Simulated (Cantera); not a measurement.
# Ignition delay

Mixture: CH4 : O2 : N2 = 1 : 2.47 : 10.9 (molar parts), equivalence ratio 0.81, at 500000 Pa, adiabatic and at constant pressure. Ignition delay is the time to a rise of 400 K.

Cantera simulation using GRI-Mech 3.0 (53 species, 325 reactions); the numbers are that mechanism's predictions, not measurements.

```json
[
 {"T0 (K)": "1050", "delay (ms)": "84.3"},
 {"T0 (K)": "1100", "delay (ms)": "40.2"},
 {"T0 (K)": "1150", "delay (ms)": "20.1"},
 {"T0 (K)": "1200", "delay (ms)": "10.4"},
 {"T0 (K)": "1250", "delay (ms)": "5.55"},
 {"T0 (K)": "1300", "delay (ms)": "3.05"}
]
```

```json
{
 "apparent activation energy between 1200 and 1300 K": "160 kJ/mol"
}
```
